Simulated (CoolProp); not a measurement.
Aqueous lithium chloride as a coolant, 21 % by mass, freezing at -48.7 °C, 1 atm.

The numbers come from the Melinder's fits for secondary coolants in CoolProp.

```
T (°C)  density (kg/m³)  cp (kJ/(kg K))  viscosity (mPa s)  Prandtl number
------  ---------------  --------------  -----------------  --------------
-39.4              1133           2.855               21.9             133
-30.1              1132           2.913               12.9            78.1
-20.8              1131             [?]               8.21            49.3
-11.4              1129           3.029               5.55            33.1
-2.1               1127           3.087               4.00             [?]
7.2                1125           3.146               3.03            17.9
16.5               1123           3.204               2.39            14.0
25.8               1120           3.262                [?]            11.4
35.1               1117           3.320               1.64            9.53
```

Task: What belongs in the gaps?

Result: 
- -20.8, cp (kJ/(kg K)): 2.971
- -2.1, Prandtl number: 23.7
- 25.8, viscosity (mPa s): 1.95
